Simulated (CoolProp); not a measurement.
Isobutene along the isotherm 550 K: fugacity coefficient from the reference equation and from simpler models built on Tc = 418.1 K, pc = 40.16 bar, ω = 0.193; each cubic takes its own stable root.

Model: reference Helmholtz-energy equation of state, Lemmon 2005, in CoolProp. It is a short technical equation, of lower accuracy than the large ones.

```json
[
 {"p (bar)": "9.13", "phase": "gas", "reference": "0.9690", "van der Waals": "0.9664", "Redlich-Kwong": "0.9665", "Soave-Redlich-Kwong": "0.9713", "Peng-Robinson": "0.9652"},
 {"p (bar)": "18.3", "phase": "gas", "reference": "0.9388", "van der Waals": "…", "Redlich-Kwong": "0.9338", "Soave-Redlich-Kwong": "0.9435", "Peng-Robinson": "0.9318"},
 {"p (bar)": "27.4", "phase": "gas", "reference": "0.9096", "van der Waals": "0.9006", "Redlich-Kwong": "0.9023", "Soave-Redlich-Kwong": "…", "Peng-Robinson": "0.9001"},
 {"p (bar)": "36.5", "phase": "gas", "reference": "0.8813", "van der Waals": "0.8685", "Redlich-Kwong": "0.8719", "Soave-Redlich-Kwong": "…", "Peng-Robinson": "0.8699"},
 {"p (bar)": "45.6", "phase": "supercritical", "reference": "0.8540", "van der Waals": "0.8369", "Redlich-Kwong": "0.8425", "Soave-Redlich-Kwong": "0.8662", "Peng-Robinson": "0.8412"},
 {"p (bar)": "54.8", "phase": "supercritical", "reference": "0.8274", "van der Waals": "0.8055", "Redlich-Kwong": "0.8139", "Soave-Redlich-Kwong": "0.8422", "Peng-Robinson": "0.8138"},
 {"p (bar)": "63.9", "phase": "supercritical", "reference": "0.8022", "van der Waals": "0.7752", "Redlich-Kwong": "0.7869", "Soave-Redlich-Kwong": "0.8197", "Peng-Robinson": "…"},
 {"p (bar)": "73", "phase": "supercritical", "reference": "0.7781", "van der Waals": "0.7460", "Redlich-Kwong": "0.7612", "Soave-Redlich-Kwong": "0.7983", "Peng-Robinson": "0.7642"},
 {"p (bar)": "82.1", "phase": "supercritical", "reference": "0.7553", "van der Waals": "0.7182", "Redlich-Kwong": "0.7370", "Soave-Redlich-Kwong": "0.7782", "Peng-Robinson": "0.7417"},
 {"p (bar)": "91.3", "phase": "supercritical", "reference": "0.7336", "van der Waals": "0.6922", "Redlich-Kwong": "0.7142", "Soave-Redlich-Kwong": "0.7592", "Peng-Robinson": "…"},
 {"p (bar)": "100", "phase": "supercritical", "reference": "0.7144", "van der Waals": "0.6699", "Redlich-Kwong": "0.6943", "Soave-Redlich-Kwong": "0.7426", "Peng-Robinson": "0.7024"}
]
```

Q: Fill in the missing entries.

A: 
- 18.3, van der Waals: 0.9331
- 27.4, Soave-Redlich-Kwong: 0.9167
- 36.5, Soave-Redlich-Kwong: 0.8910
- 63.9, Peng-Robinson: 0.7882
- 91.3, Peng-Robinson: 0.7207
